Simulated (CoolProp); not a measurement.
A simple Rankine cycle with R365MFC: condensing at 326.15 K, boiler at 2.15 MPa, turbine inlet 499 K, turbine efficiency 0.8, pump efficiency 0.8, no recuperator. Each further row changes one setting.

Model: reference Helmholtz-energy equation of state, Lemmon 2016, in CoolProp.

```json
[
 {"case": "as stated", "thermal efficiency (%)": "[?]", "net work (kJ/kg)": "[?]", "heat in (kJ/kg)": "369", "turbine exit temperature (K)": "[?]", "volume ratio over the turbine": "14.9"},
 {"case": "condensing temperature 318.15 K", "thermal efficiency (%)": "14.0", "net work (kJ/kg)": "53.2", "heat in (kJ/kg)": "380", "turbine exit temperature (K)": "[?]", "volume ratio over the turbine": "[?]"},
 {"case": "boiler pressure 1.5 MPa", "thermal efficiency (%)": "[?]", "net work (kJ/kg)": "43.4", "heat in (kJ/kg)": "376", "turbine exit temperature (K)": "455.2", "volume ratio over the turbine": "[?]"},
 {"case": "turbine efficiency 0.7", "thermal efficiency (%)": "11.3", "net work (kJ/kg)": "41.8", "heat in (kJ/kg)": "369", "turbine exit temperature (K)": "[?]", "volume ratio over the turbine": "15.1"}
]
```

Task: Complete the blanks.

Result: 
- as stated, thermal efficiency (%): 13.0
- as stated, net work (kJ/kg): 48.1
- as stated, turbine exit temperature (K): 445.6
- condensing temperature 318.15 K, turbine exit temperature (K): 441.2
- condensing temperature 318.15 K, volume ratio over the turbine: 19.4
- boiler pressure 1.5 MPa, thermal efficiency (%): 11.6
- boiler pressure 1.5 MPa, volume ratio over the turbine: 9.88
- turbine efficiency 0.7, turbine exit temperature (K): 450.7
